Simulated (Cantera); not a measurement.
**Thermodynamics of fluorocarbon and chlorocarbon gases, feed CH₃F**

A closed system holds: 1 mol CH₃F, at 13.3 mbar.

Cantera equilibrium calculation (NASA polynomials, part measured and part estimated; ideal gas, pure solids and liquids). Candidate condensed phases: C, C₆H₆, C₇H₈, C₈H₁₈; 110 gas species. Ions and electrons are included (thermal ionisation). Rates play no part.

```tsv
T (°C)	x H	x HF	x H₂	x F	x C	x C₃	x C₂	n C(graphite)
1727	0.00988	0.498	0.492	4.11e-6	2.28e-9	2.08e-9	1.76e-10	0.998
2227	0.137	0.465	0.393	0.000338	1.25e-5	3.73e-5	3.44e-6	0.981
2727	0.474	0.353	0.120	0.00862	0.00380	0.0234	0.00238	0.702
3227	0.593	0.159	0.0134	0.0945	0.0623	0.0479	0.0192	0
3727	0.600	0.0237	0.00189	0.182	0.174	0.00327	0.0108	0
4227	0.600	0.00344	0.000401	0.197	0.197	5.32e-5	0.00178	0
4727	0.600	0.000695	0.000116	0.199	0.199	1.52e-6	0.000352	0
```
x: gas mole fraction; n: condensed amount in mol.

From 1727 °C to 2727 °C the condensed part is C(graphite). From 3227 °C to 4727 °C nothing is condensed. The main C-bearing gas is C₂H₂ (acetylene) at 1727 °C and C at 4727 °C.
